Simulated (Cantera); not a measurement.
Input: 1 mol Si3N4, 7.7 mol HCl, 16 mol N2, equilibrated at 1202 °C and 5100 Pa.

Method: chemical equilibrium by Gibbs-energy minimisation in Cantera with the NASA 1993 tables (ideal gas, pure condensed phases). Candidate condensed phases: NH4Cl, Si, Si3N4; 28 gas species. The tables' values for SiCl3 are old estimates; treat these amounts as uncertain. Kinetics and transport are ignored.

### Question
What is the equilibrium state?

### Answer
```
Property                              Value
--------------------------------  ---------
x(N2)                                 0.698
x(HCl)                                0.197
x(H2)                                0.0624
x(SiCl2)                             0.0170
x(SiCl4)                             0.0158
x(SiCl3)                            0.00889
x(SiHCl3)                          0.000474
x(Cl)                               3.67e-5
x(H)                                1.43e-5
n(Si3N4(s))                       0.664 mol
gas amount                        23.88 mol
log10 activity of Si(s) (absent)      -2.06
```
